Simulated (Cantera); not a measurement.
An adiabatic, constant-pressure homogeneous reactor starts with CH4 : O2 : N2 = 2.8 : 1.82 : 6.84 (molar parts), at 1700 K and 1000000 Pa.

Cantera simulation using GRI-Mech 3.0 (53 species, 325 reactions); the numbers are that mechanism's predictions, not measurements.

x: mole fraction; the columns are a selection and need not sum to one.

```
t (s)     T (K)     x CH4     x O2    x CO2    x C2H6      x H2     x C2H
--------  -----  --------  -------  -------  --------  --------  --------
9.00e-6    1701     0.243    0.158  2.22e-6  0.000263  0.000416    <1e-12
2.10e-5    1713     0.237    0.155  1.78e-5   0.00134   0.00212  1.20e-11
4.90e-5    1955     0.150   0.0989  0.00163   0.00384    0.0516   2.08e-7
0.000114   2289   0.00690  7.00e-8   0.0111   3.95e-6     0.222   9.46e-6
0.000266   2271   0.00528  3.61e-8  0.00984   2.00e-6     0.249   5.54e-6
0.000621   2254   0.00395  1.77e-8  0.00820   9.78e-7     0.275   2.68e-6
0.00145    2237       [?]      [?]      [?]       [?]     0.296       [?]
0.00338    2223   0.00114  5.21e-9  0.00571   6.83e-8     0.310   2.28e-7
0.00788    2216  0.000190  4.03e-9  0.00531   1.91e-9     0.316   1.20e-8
0.0184     2215   6.70e-7  3.91e-9  0.00527    <1e-12     0.317  4.84e-12
0.0429     2215   1.47e-7  3.91e-9  0.00527    <1e-12     0.317    <1e-12
0.100      2215   1.42e-7  3.91e-9  0.00527    <1e-12     0.317    <1e-12
```

### Question
Some entries are withheld; supply them.

### Answer

- 0.00145, x CH4: 0.00250
- 0.00145, x O2: 8.87e-9
- 0.00145, x CO2: 0.00671
- 0.00145, x C2H6: 3.50e-7
- 0.00145, x C2H: 1.00e-6
